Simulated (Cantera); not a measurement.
Charge: 1 mol MgO, 2.3 mol H2, 0.00072 mol NH3, at 10.0 Pa.

Cantera equilibrium calculation (NASA polynomials, part measured and part estimated; ideal gas, pure solids and liquids). Candidate condensed phases: H2O, Mg, MgO, Mg(OH)2; 31 gas species. The tables' values for MgH are old estimates; treat these amounts as uncertain. Equilibrium is a limit: real reactors are often held back by kinetics, nucleation or transport.

x: gas mole fraction; n: condensed amount in mol.

```json
[
 {"T (°C)": "1225", "x H2": "0.992", "x H": "0.00171", "x Mg": "0.00307", "x H2O": "0.00308", "x O": "2.25e-10", "x OH": "1.50e-7", "x O2": "<1e-12", "n MgO(s)": "0.993"},
 {"T (°C)": "1300", "x H2": "0.980", "x H": "0.00403", "x Mg": "0.00771", "x H2O": "0.00771", "x O": "3.95e-9", "x OH": "1.14e-6", "x O2": "1.43e-11", "n MgO(s)": "0.982"},
 {"T (°C)": "1375", "x H2": "0.956", "x H": "0.00871", "x Mg": "0.0176", "x H2O": "0.0176", "x O": "5.36e-8", "x OH": "7.21e-6", "x O2": "4.48e-10", "n MgO(s)": "0.959"},
 {"T (°C)": "1450", "x H2": "0.909", "x H": "0.0174", "x Mg": "0.0369", "x H2O": "0.0369", "x O": "5.87e-7", "x OH": "3.87e-5", "x O2": "1.07e-8", "n MgO(s)": "0.911"},
 {"T (°C)": "1525", "x H2": "0.826", "x H": "0.0320", "x Mg": "0.0708", "x H2O": "0.0706", "x O": "5.40e-6", "x OH": "0.000180", "x O2": "2.04e-7", "n MgO(s)": "0.821"},
 {"T (°C)": "1600", "x H2": "0.698", "x H": "0.0539", "x Mg": "0.124", "x H2O": "0.123", "x O": "4.31e-5", "x OH": "0.000737", "x O2": "3.33e-6", "n MgO(s)": "0.664"},
 {"T (°C)": "1675", "x H2": "0.528", "x H": "0.0821", "x Mg": "0.195", "x H2O": "0.192", "x O": "0.000311", "x OH": "0.00270", "x O2": "4.91e-5", "n MgO(s)": "0.410"},
 {"T (°C)": "1750", "x H2": "0.341", "x H": "0.111", "x Mg": "0.274", "x H2O": "0.262", "x O": "0.00210", "x OH": "0.00887", "x O2": "0.000692", "n MgO(s)": "0.0446"},
 {"T (°C)": "1825", "x H2": "[?]", "x H": "[?]", "x Mg": "0.271", "x H2O": "0.243", "x O": "[?]", "x OH": "[?]", "x O2": "[?]", "n MgO(s)": "0"},
 {"T (°C)": "1900", "x H2": "0.253", "x H": "0.243", "x Mg": "0.254", "x H2O": "0.200", "x O": "0.0172", "x OH": "0.0256", "x O2": "0.00575", "n MgO(s)": "0"},
 {"T (°C)": "1975", "x H2": "[?]", "x H": "[?]", "x Mg": "[?]", "x H2O": "[?]", "x O": "[?]", "x OH": "0.0336", "x O2": "[?]", "n MgO(s)": "0"},
 {"T (°C)": "2050", "x H2": "0.162", "x H": "0.438", "x Mg": "0.207", "x H2O": "0.0789", "x O": "0.0655", "x OH": "0.0356", "x O2": "0.0133", "n MgO(s)": "0"},
 {"T (°C)": "2125", "x H2": "0.113", "x H": "0.529", "x Mg": "0.185", "x H2O": "0.0351", "x O": "0.0951", "x OH": "0.0303", "x O2": "0.0123", "n MgO(s)": "0"}
]
```

### Question
Complete the blanks.

### Answer

- 1975, x H2: 0.210
- 1975, x H: 0.337
- 1975, x Mg: 0.231
- 1975, x H2O: 0.140
- 1975, x O: 0.0372
- 1975, x O2: 0.0104
- 1825, x H2: 0.292
- 1825, x H: 0.166
- 1825, x O: 0.00668
- 1825, x OH: 0.0165
- 1825, x O2: 0.00238
